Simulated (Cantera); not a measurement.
Charge: 1 mol PbI2, 7.4 mol H2, 0.37 mol N2, at 1927 °C and 0.133 bar.

Method: chemical equilibrium by Gibbs-energy minimisation in Cantera with the NASA 1993 tables (ideal gas, pure condensed phases). The numbers say what is thermodynamically allowed, not how fast it happens.

```csv
species,before,after
I,0.164,0.478
Pb,0.0887,0.233
H2,0.677,0.121
PbI,0.00481,0.0369
N2,0.0346,0.100
H,0.0127,0.00538
HI,0.0185,0.0229
PbI2,7.40e-5,0.00166
I2,4.39e-5,0.000375
Pb2,3.57e-6,2.45e-5
```
Gas species are given as mole fractions.

Problem. Which change was made?
A. pressure from 0.133 bar to 9.00e-5 bar
B. H2 from 7.4 to 0.5 mol
C. temperature from 1927 °C to 1052 °C
D. temperature from 1927 °C to 1275 °C

Solution. B, H2 from 7.4 to 0.5 mol
